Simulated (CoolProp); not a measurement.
A single-stage vapour-compression cycle with fluoroethane (R161): evaporating at 265.15 K (dew point), condensing at 295.15 K (bubble point), superheat 0 K, subcooling 5 K, compressor efficiency 0.85, no pressure losses. Each further row changes one setting.

Model: reference Helmholtz-energy equation of state, Wu 2012, in CoolProp.

```tsv
case	cooling COP	pressure ratio	discharge temperature (K)	refrigerating effect (kJ/kg)	volumetric capacity (kJ/m³)
as stated	6.82	2.56	314.2	336	2650
evaporating temperature 270.15 K	8.49	2.15	310.6	340	[?]
condensing temperature 290.15 K	8.37	[?]	306.6	347	2730
subcooling 10 K	7.05	2.56	314.2	347	2730
superheat 10 K	6.75	2.56	[?]	348	2620
compressor efficiency 0.75	6.02	2.56	[?]	336	2650
```

Q: What belongs in the gaps?

A: 
- evaporating temperature 270.15 K, volumetric capacity (kJ/m³): 3160
- condensing temperature 290.15 K, pressure ratio: 2.22
- superheat 10 K, discharge temperature (K): 324.1
- compressor efficiency 0.75, discharge temperature (K): 318.6
